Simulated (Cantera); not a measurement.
Charge: 1 mol Pb, 0.72 mol N2, at 750 °C and 0.730 bar.

Equilibrium computed with Cantera from the NASA thermochemical tables; the gas is ideal and each condensed phase is pure. Candidate condensed phases: Pb; 4 gas species. Kinetics and transport are ignored.

Base state: N2 1.000, Pb 3.66e-5 (mole fractions); condensed: Pb(l).

Problem. What changes in the equilibrium state with this change: Pb replaced by Hg?

Solution. 
```csv
species,before,after
Hg,0,0.581
N2,1.000,0.419
Pb,3.66e-5,0
"Pb(l), mol",1.000,0
```
Further candidate phases: Hg.
